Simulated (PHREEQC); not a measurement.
A column of 0.2 m (30 cells, dispersivity 0.01 m, 3600 s a shift, diffusion coefficient 3e-10 m²/s) holds 0.033 eq of the database's cation exchanger X per kg of pore water, first in equilibrium with 0.00084 mol/kgw CaCl2, 0.092 mol/kgw LiCl, 0.003 mol/kgw KBr and 1e-05 mol/kgw HCl. It is flushed with 11 mmol/kgw MgSO4, 6.8 mmol/kgw KCl and 0.01 mmol/kgw HCl, at 40 °C. Values are for the last cell. CO2 from the air is kept out. Precipitation was switched off in this run.

The numbers come from PHREEQC with the ion-association model, phreeqc.dat.

| pore volumes | S in solution (mol/kgw) | Mg in solution (mol/kgw) | Br in solution (mol/kgw) |
|---|---|---|---|
| 0 | 0 | 0 | 0.00300 |
| 0.35 | 3.64e-6 | 0 | 0.00300 |
| 0.85 | 0.00396 | 3.26e-11 | 0.00192 |
| 1.35 | 0.00954 | 1.41e-6 | 0.000399 |
| 1.683 | 0.0106 | 0.00236 | 0.000102 |
| 2.017 | 0.0109 | 0.00593 | 2.31e-5 |
| 2.517 | 0.0110 | 0.00836 | 2.21e-6 |
| 3.017 | 0.0110 | 0.00945 | 1.96e-7 |
| 3.35 | 0.0110 | 0.00988 | 3.82e-8 |
| 3.683 | 0.0110 | 0.0102 | 7.37e-9 |
| 4.183 | 0.0110 | 0.0105 | 6.16e-10 |
| 4.683 | 0.0110 | 0.0107 | 5.10e-11 |
| 5.017 | 0.0110 | 0.0108 | 9.67e-12 |

Constants without temperature data keep their 25 °C values here.
